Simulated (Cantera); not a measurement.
A closed system holds: 1 mol C2F6, 0.017 mol Si, 2 mol H2, at 1225 K and 1330 Pa.

These are equilibrium values from Cantera (NASA tables, ideal gas, pure condensed phases), not measurements of a reactor. Candidate condensed phases: C, C6H6, C7H8, C8H18, Si, SiC; 113 gas species. The feed counts by its element totals alone. Gases not in the tables: C2F6 and larger saturated fluorocarbons. Kinetics and transport are ignored.

Base state: HF 0.889, CF4 0.107, SiF4 0.00378 (mole fractions); condensed: C(graphite).

Task: What changes in the equilibrium state with this change: H2 from 2 to 0.73 mol?

Result: 
```tsv
species	before	after
HF	0.889	0.563
CF4	0.107	0.431
SiF4	0.00378	0.00655
C(graphite), mol	1.52	0.882
```
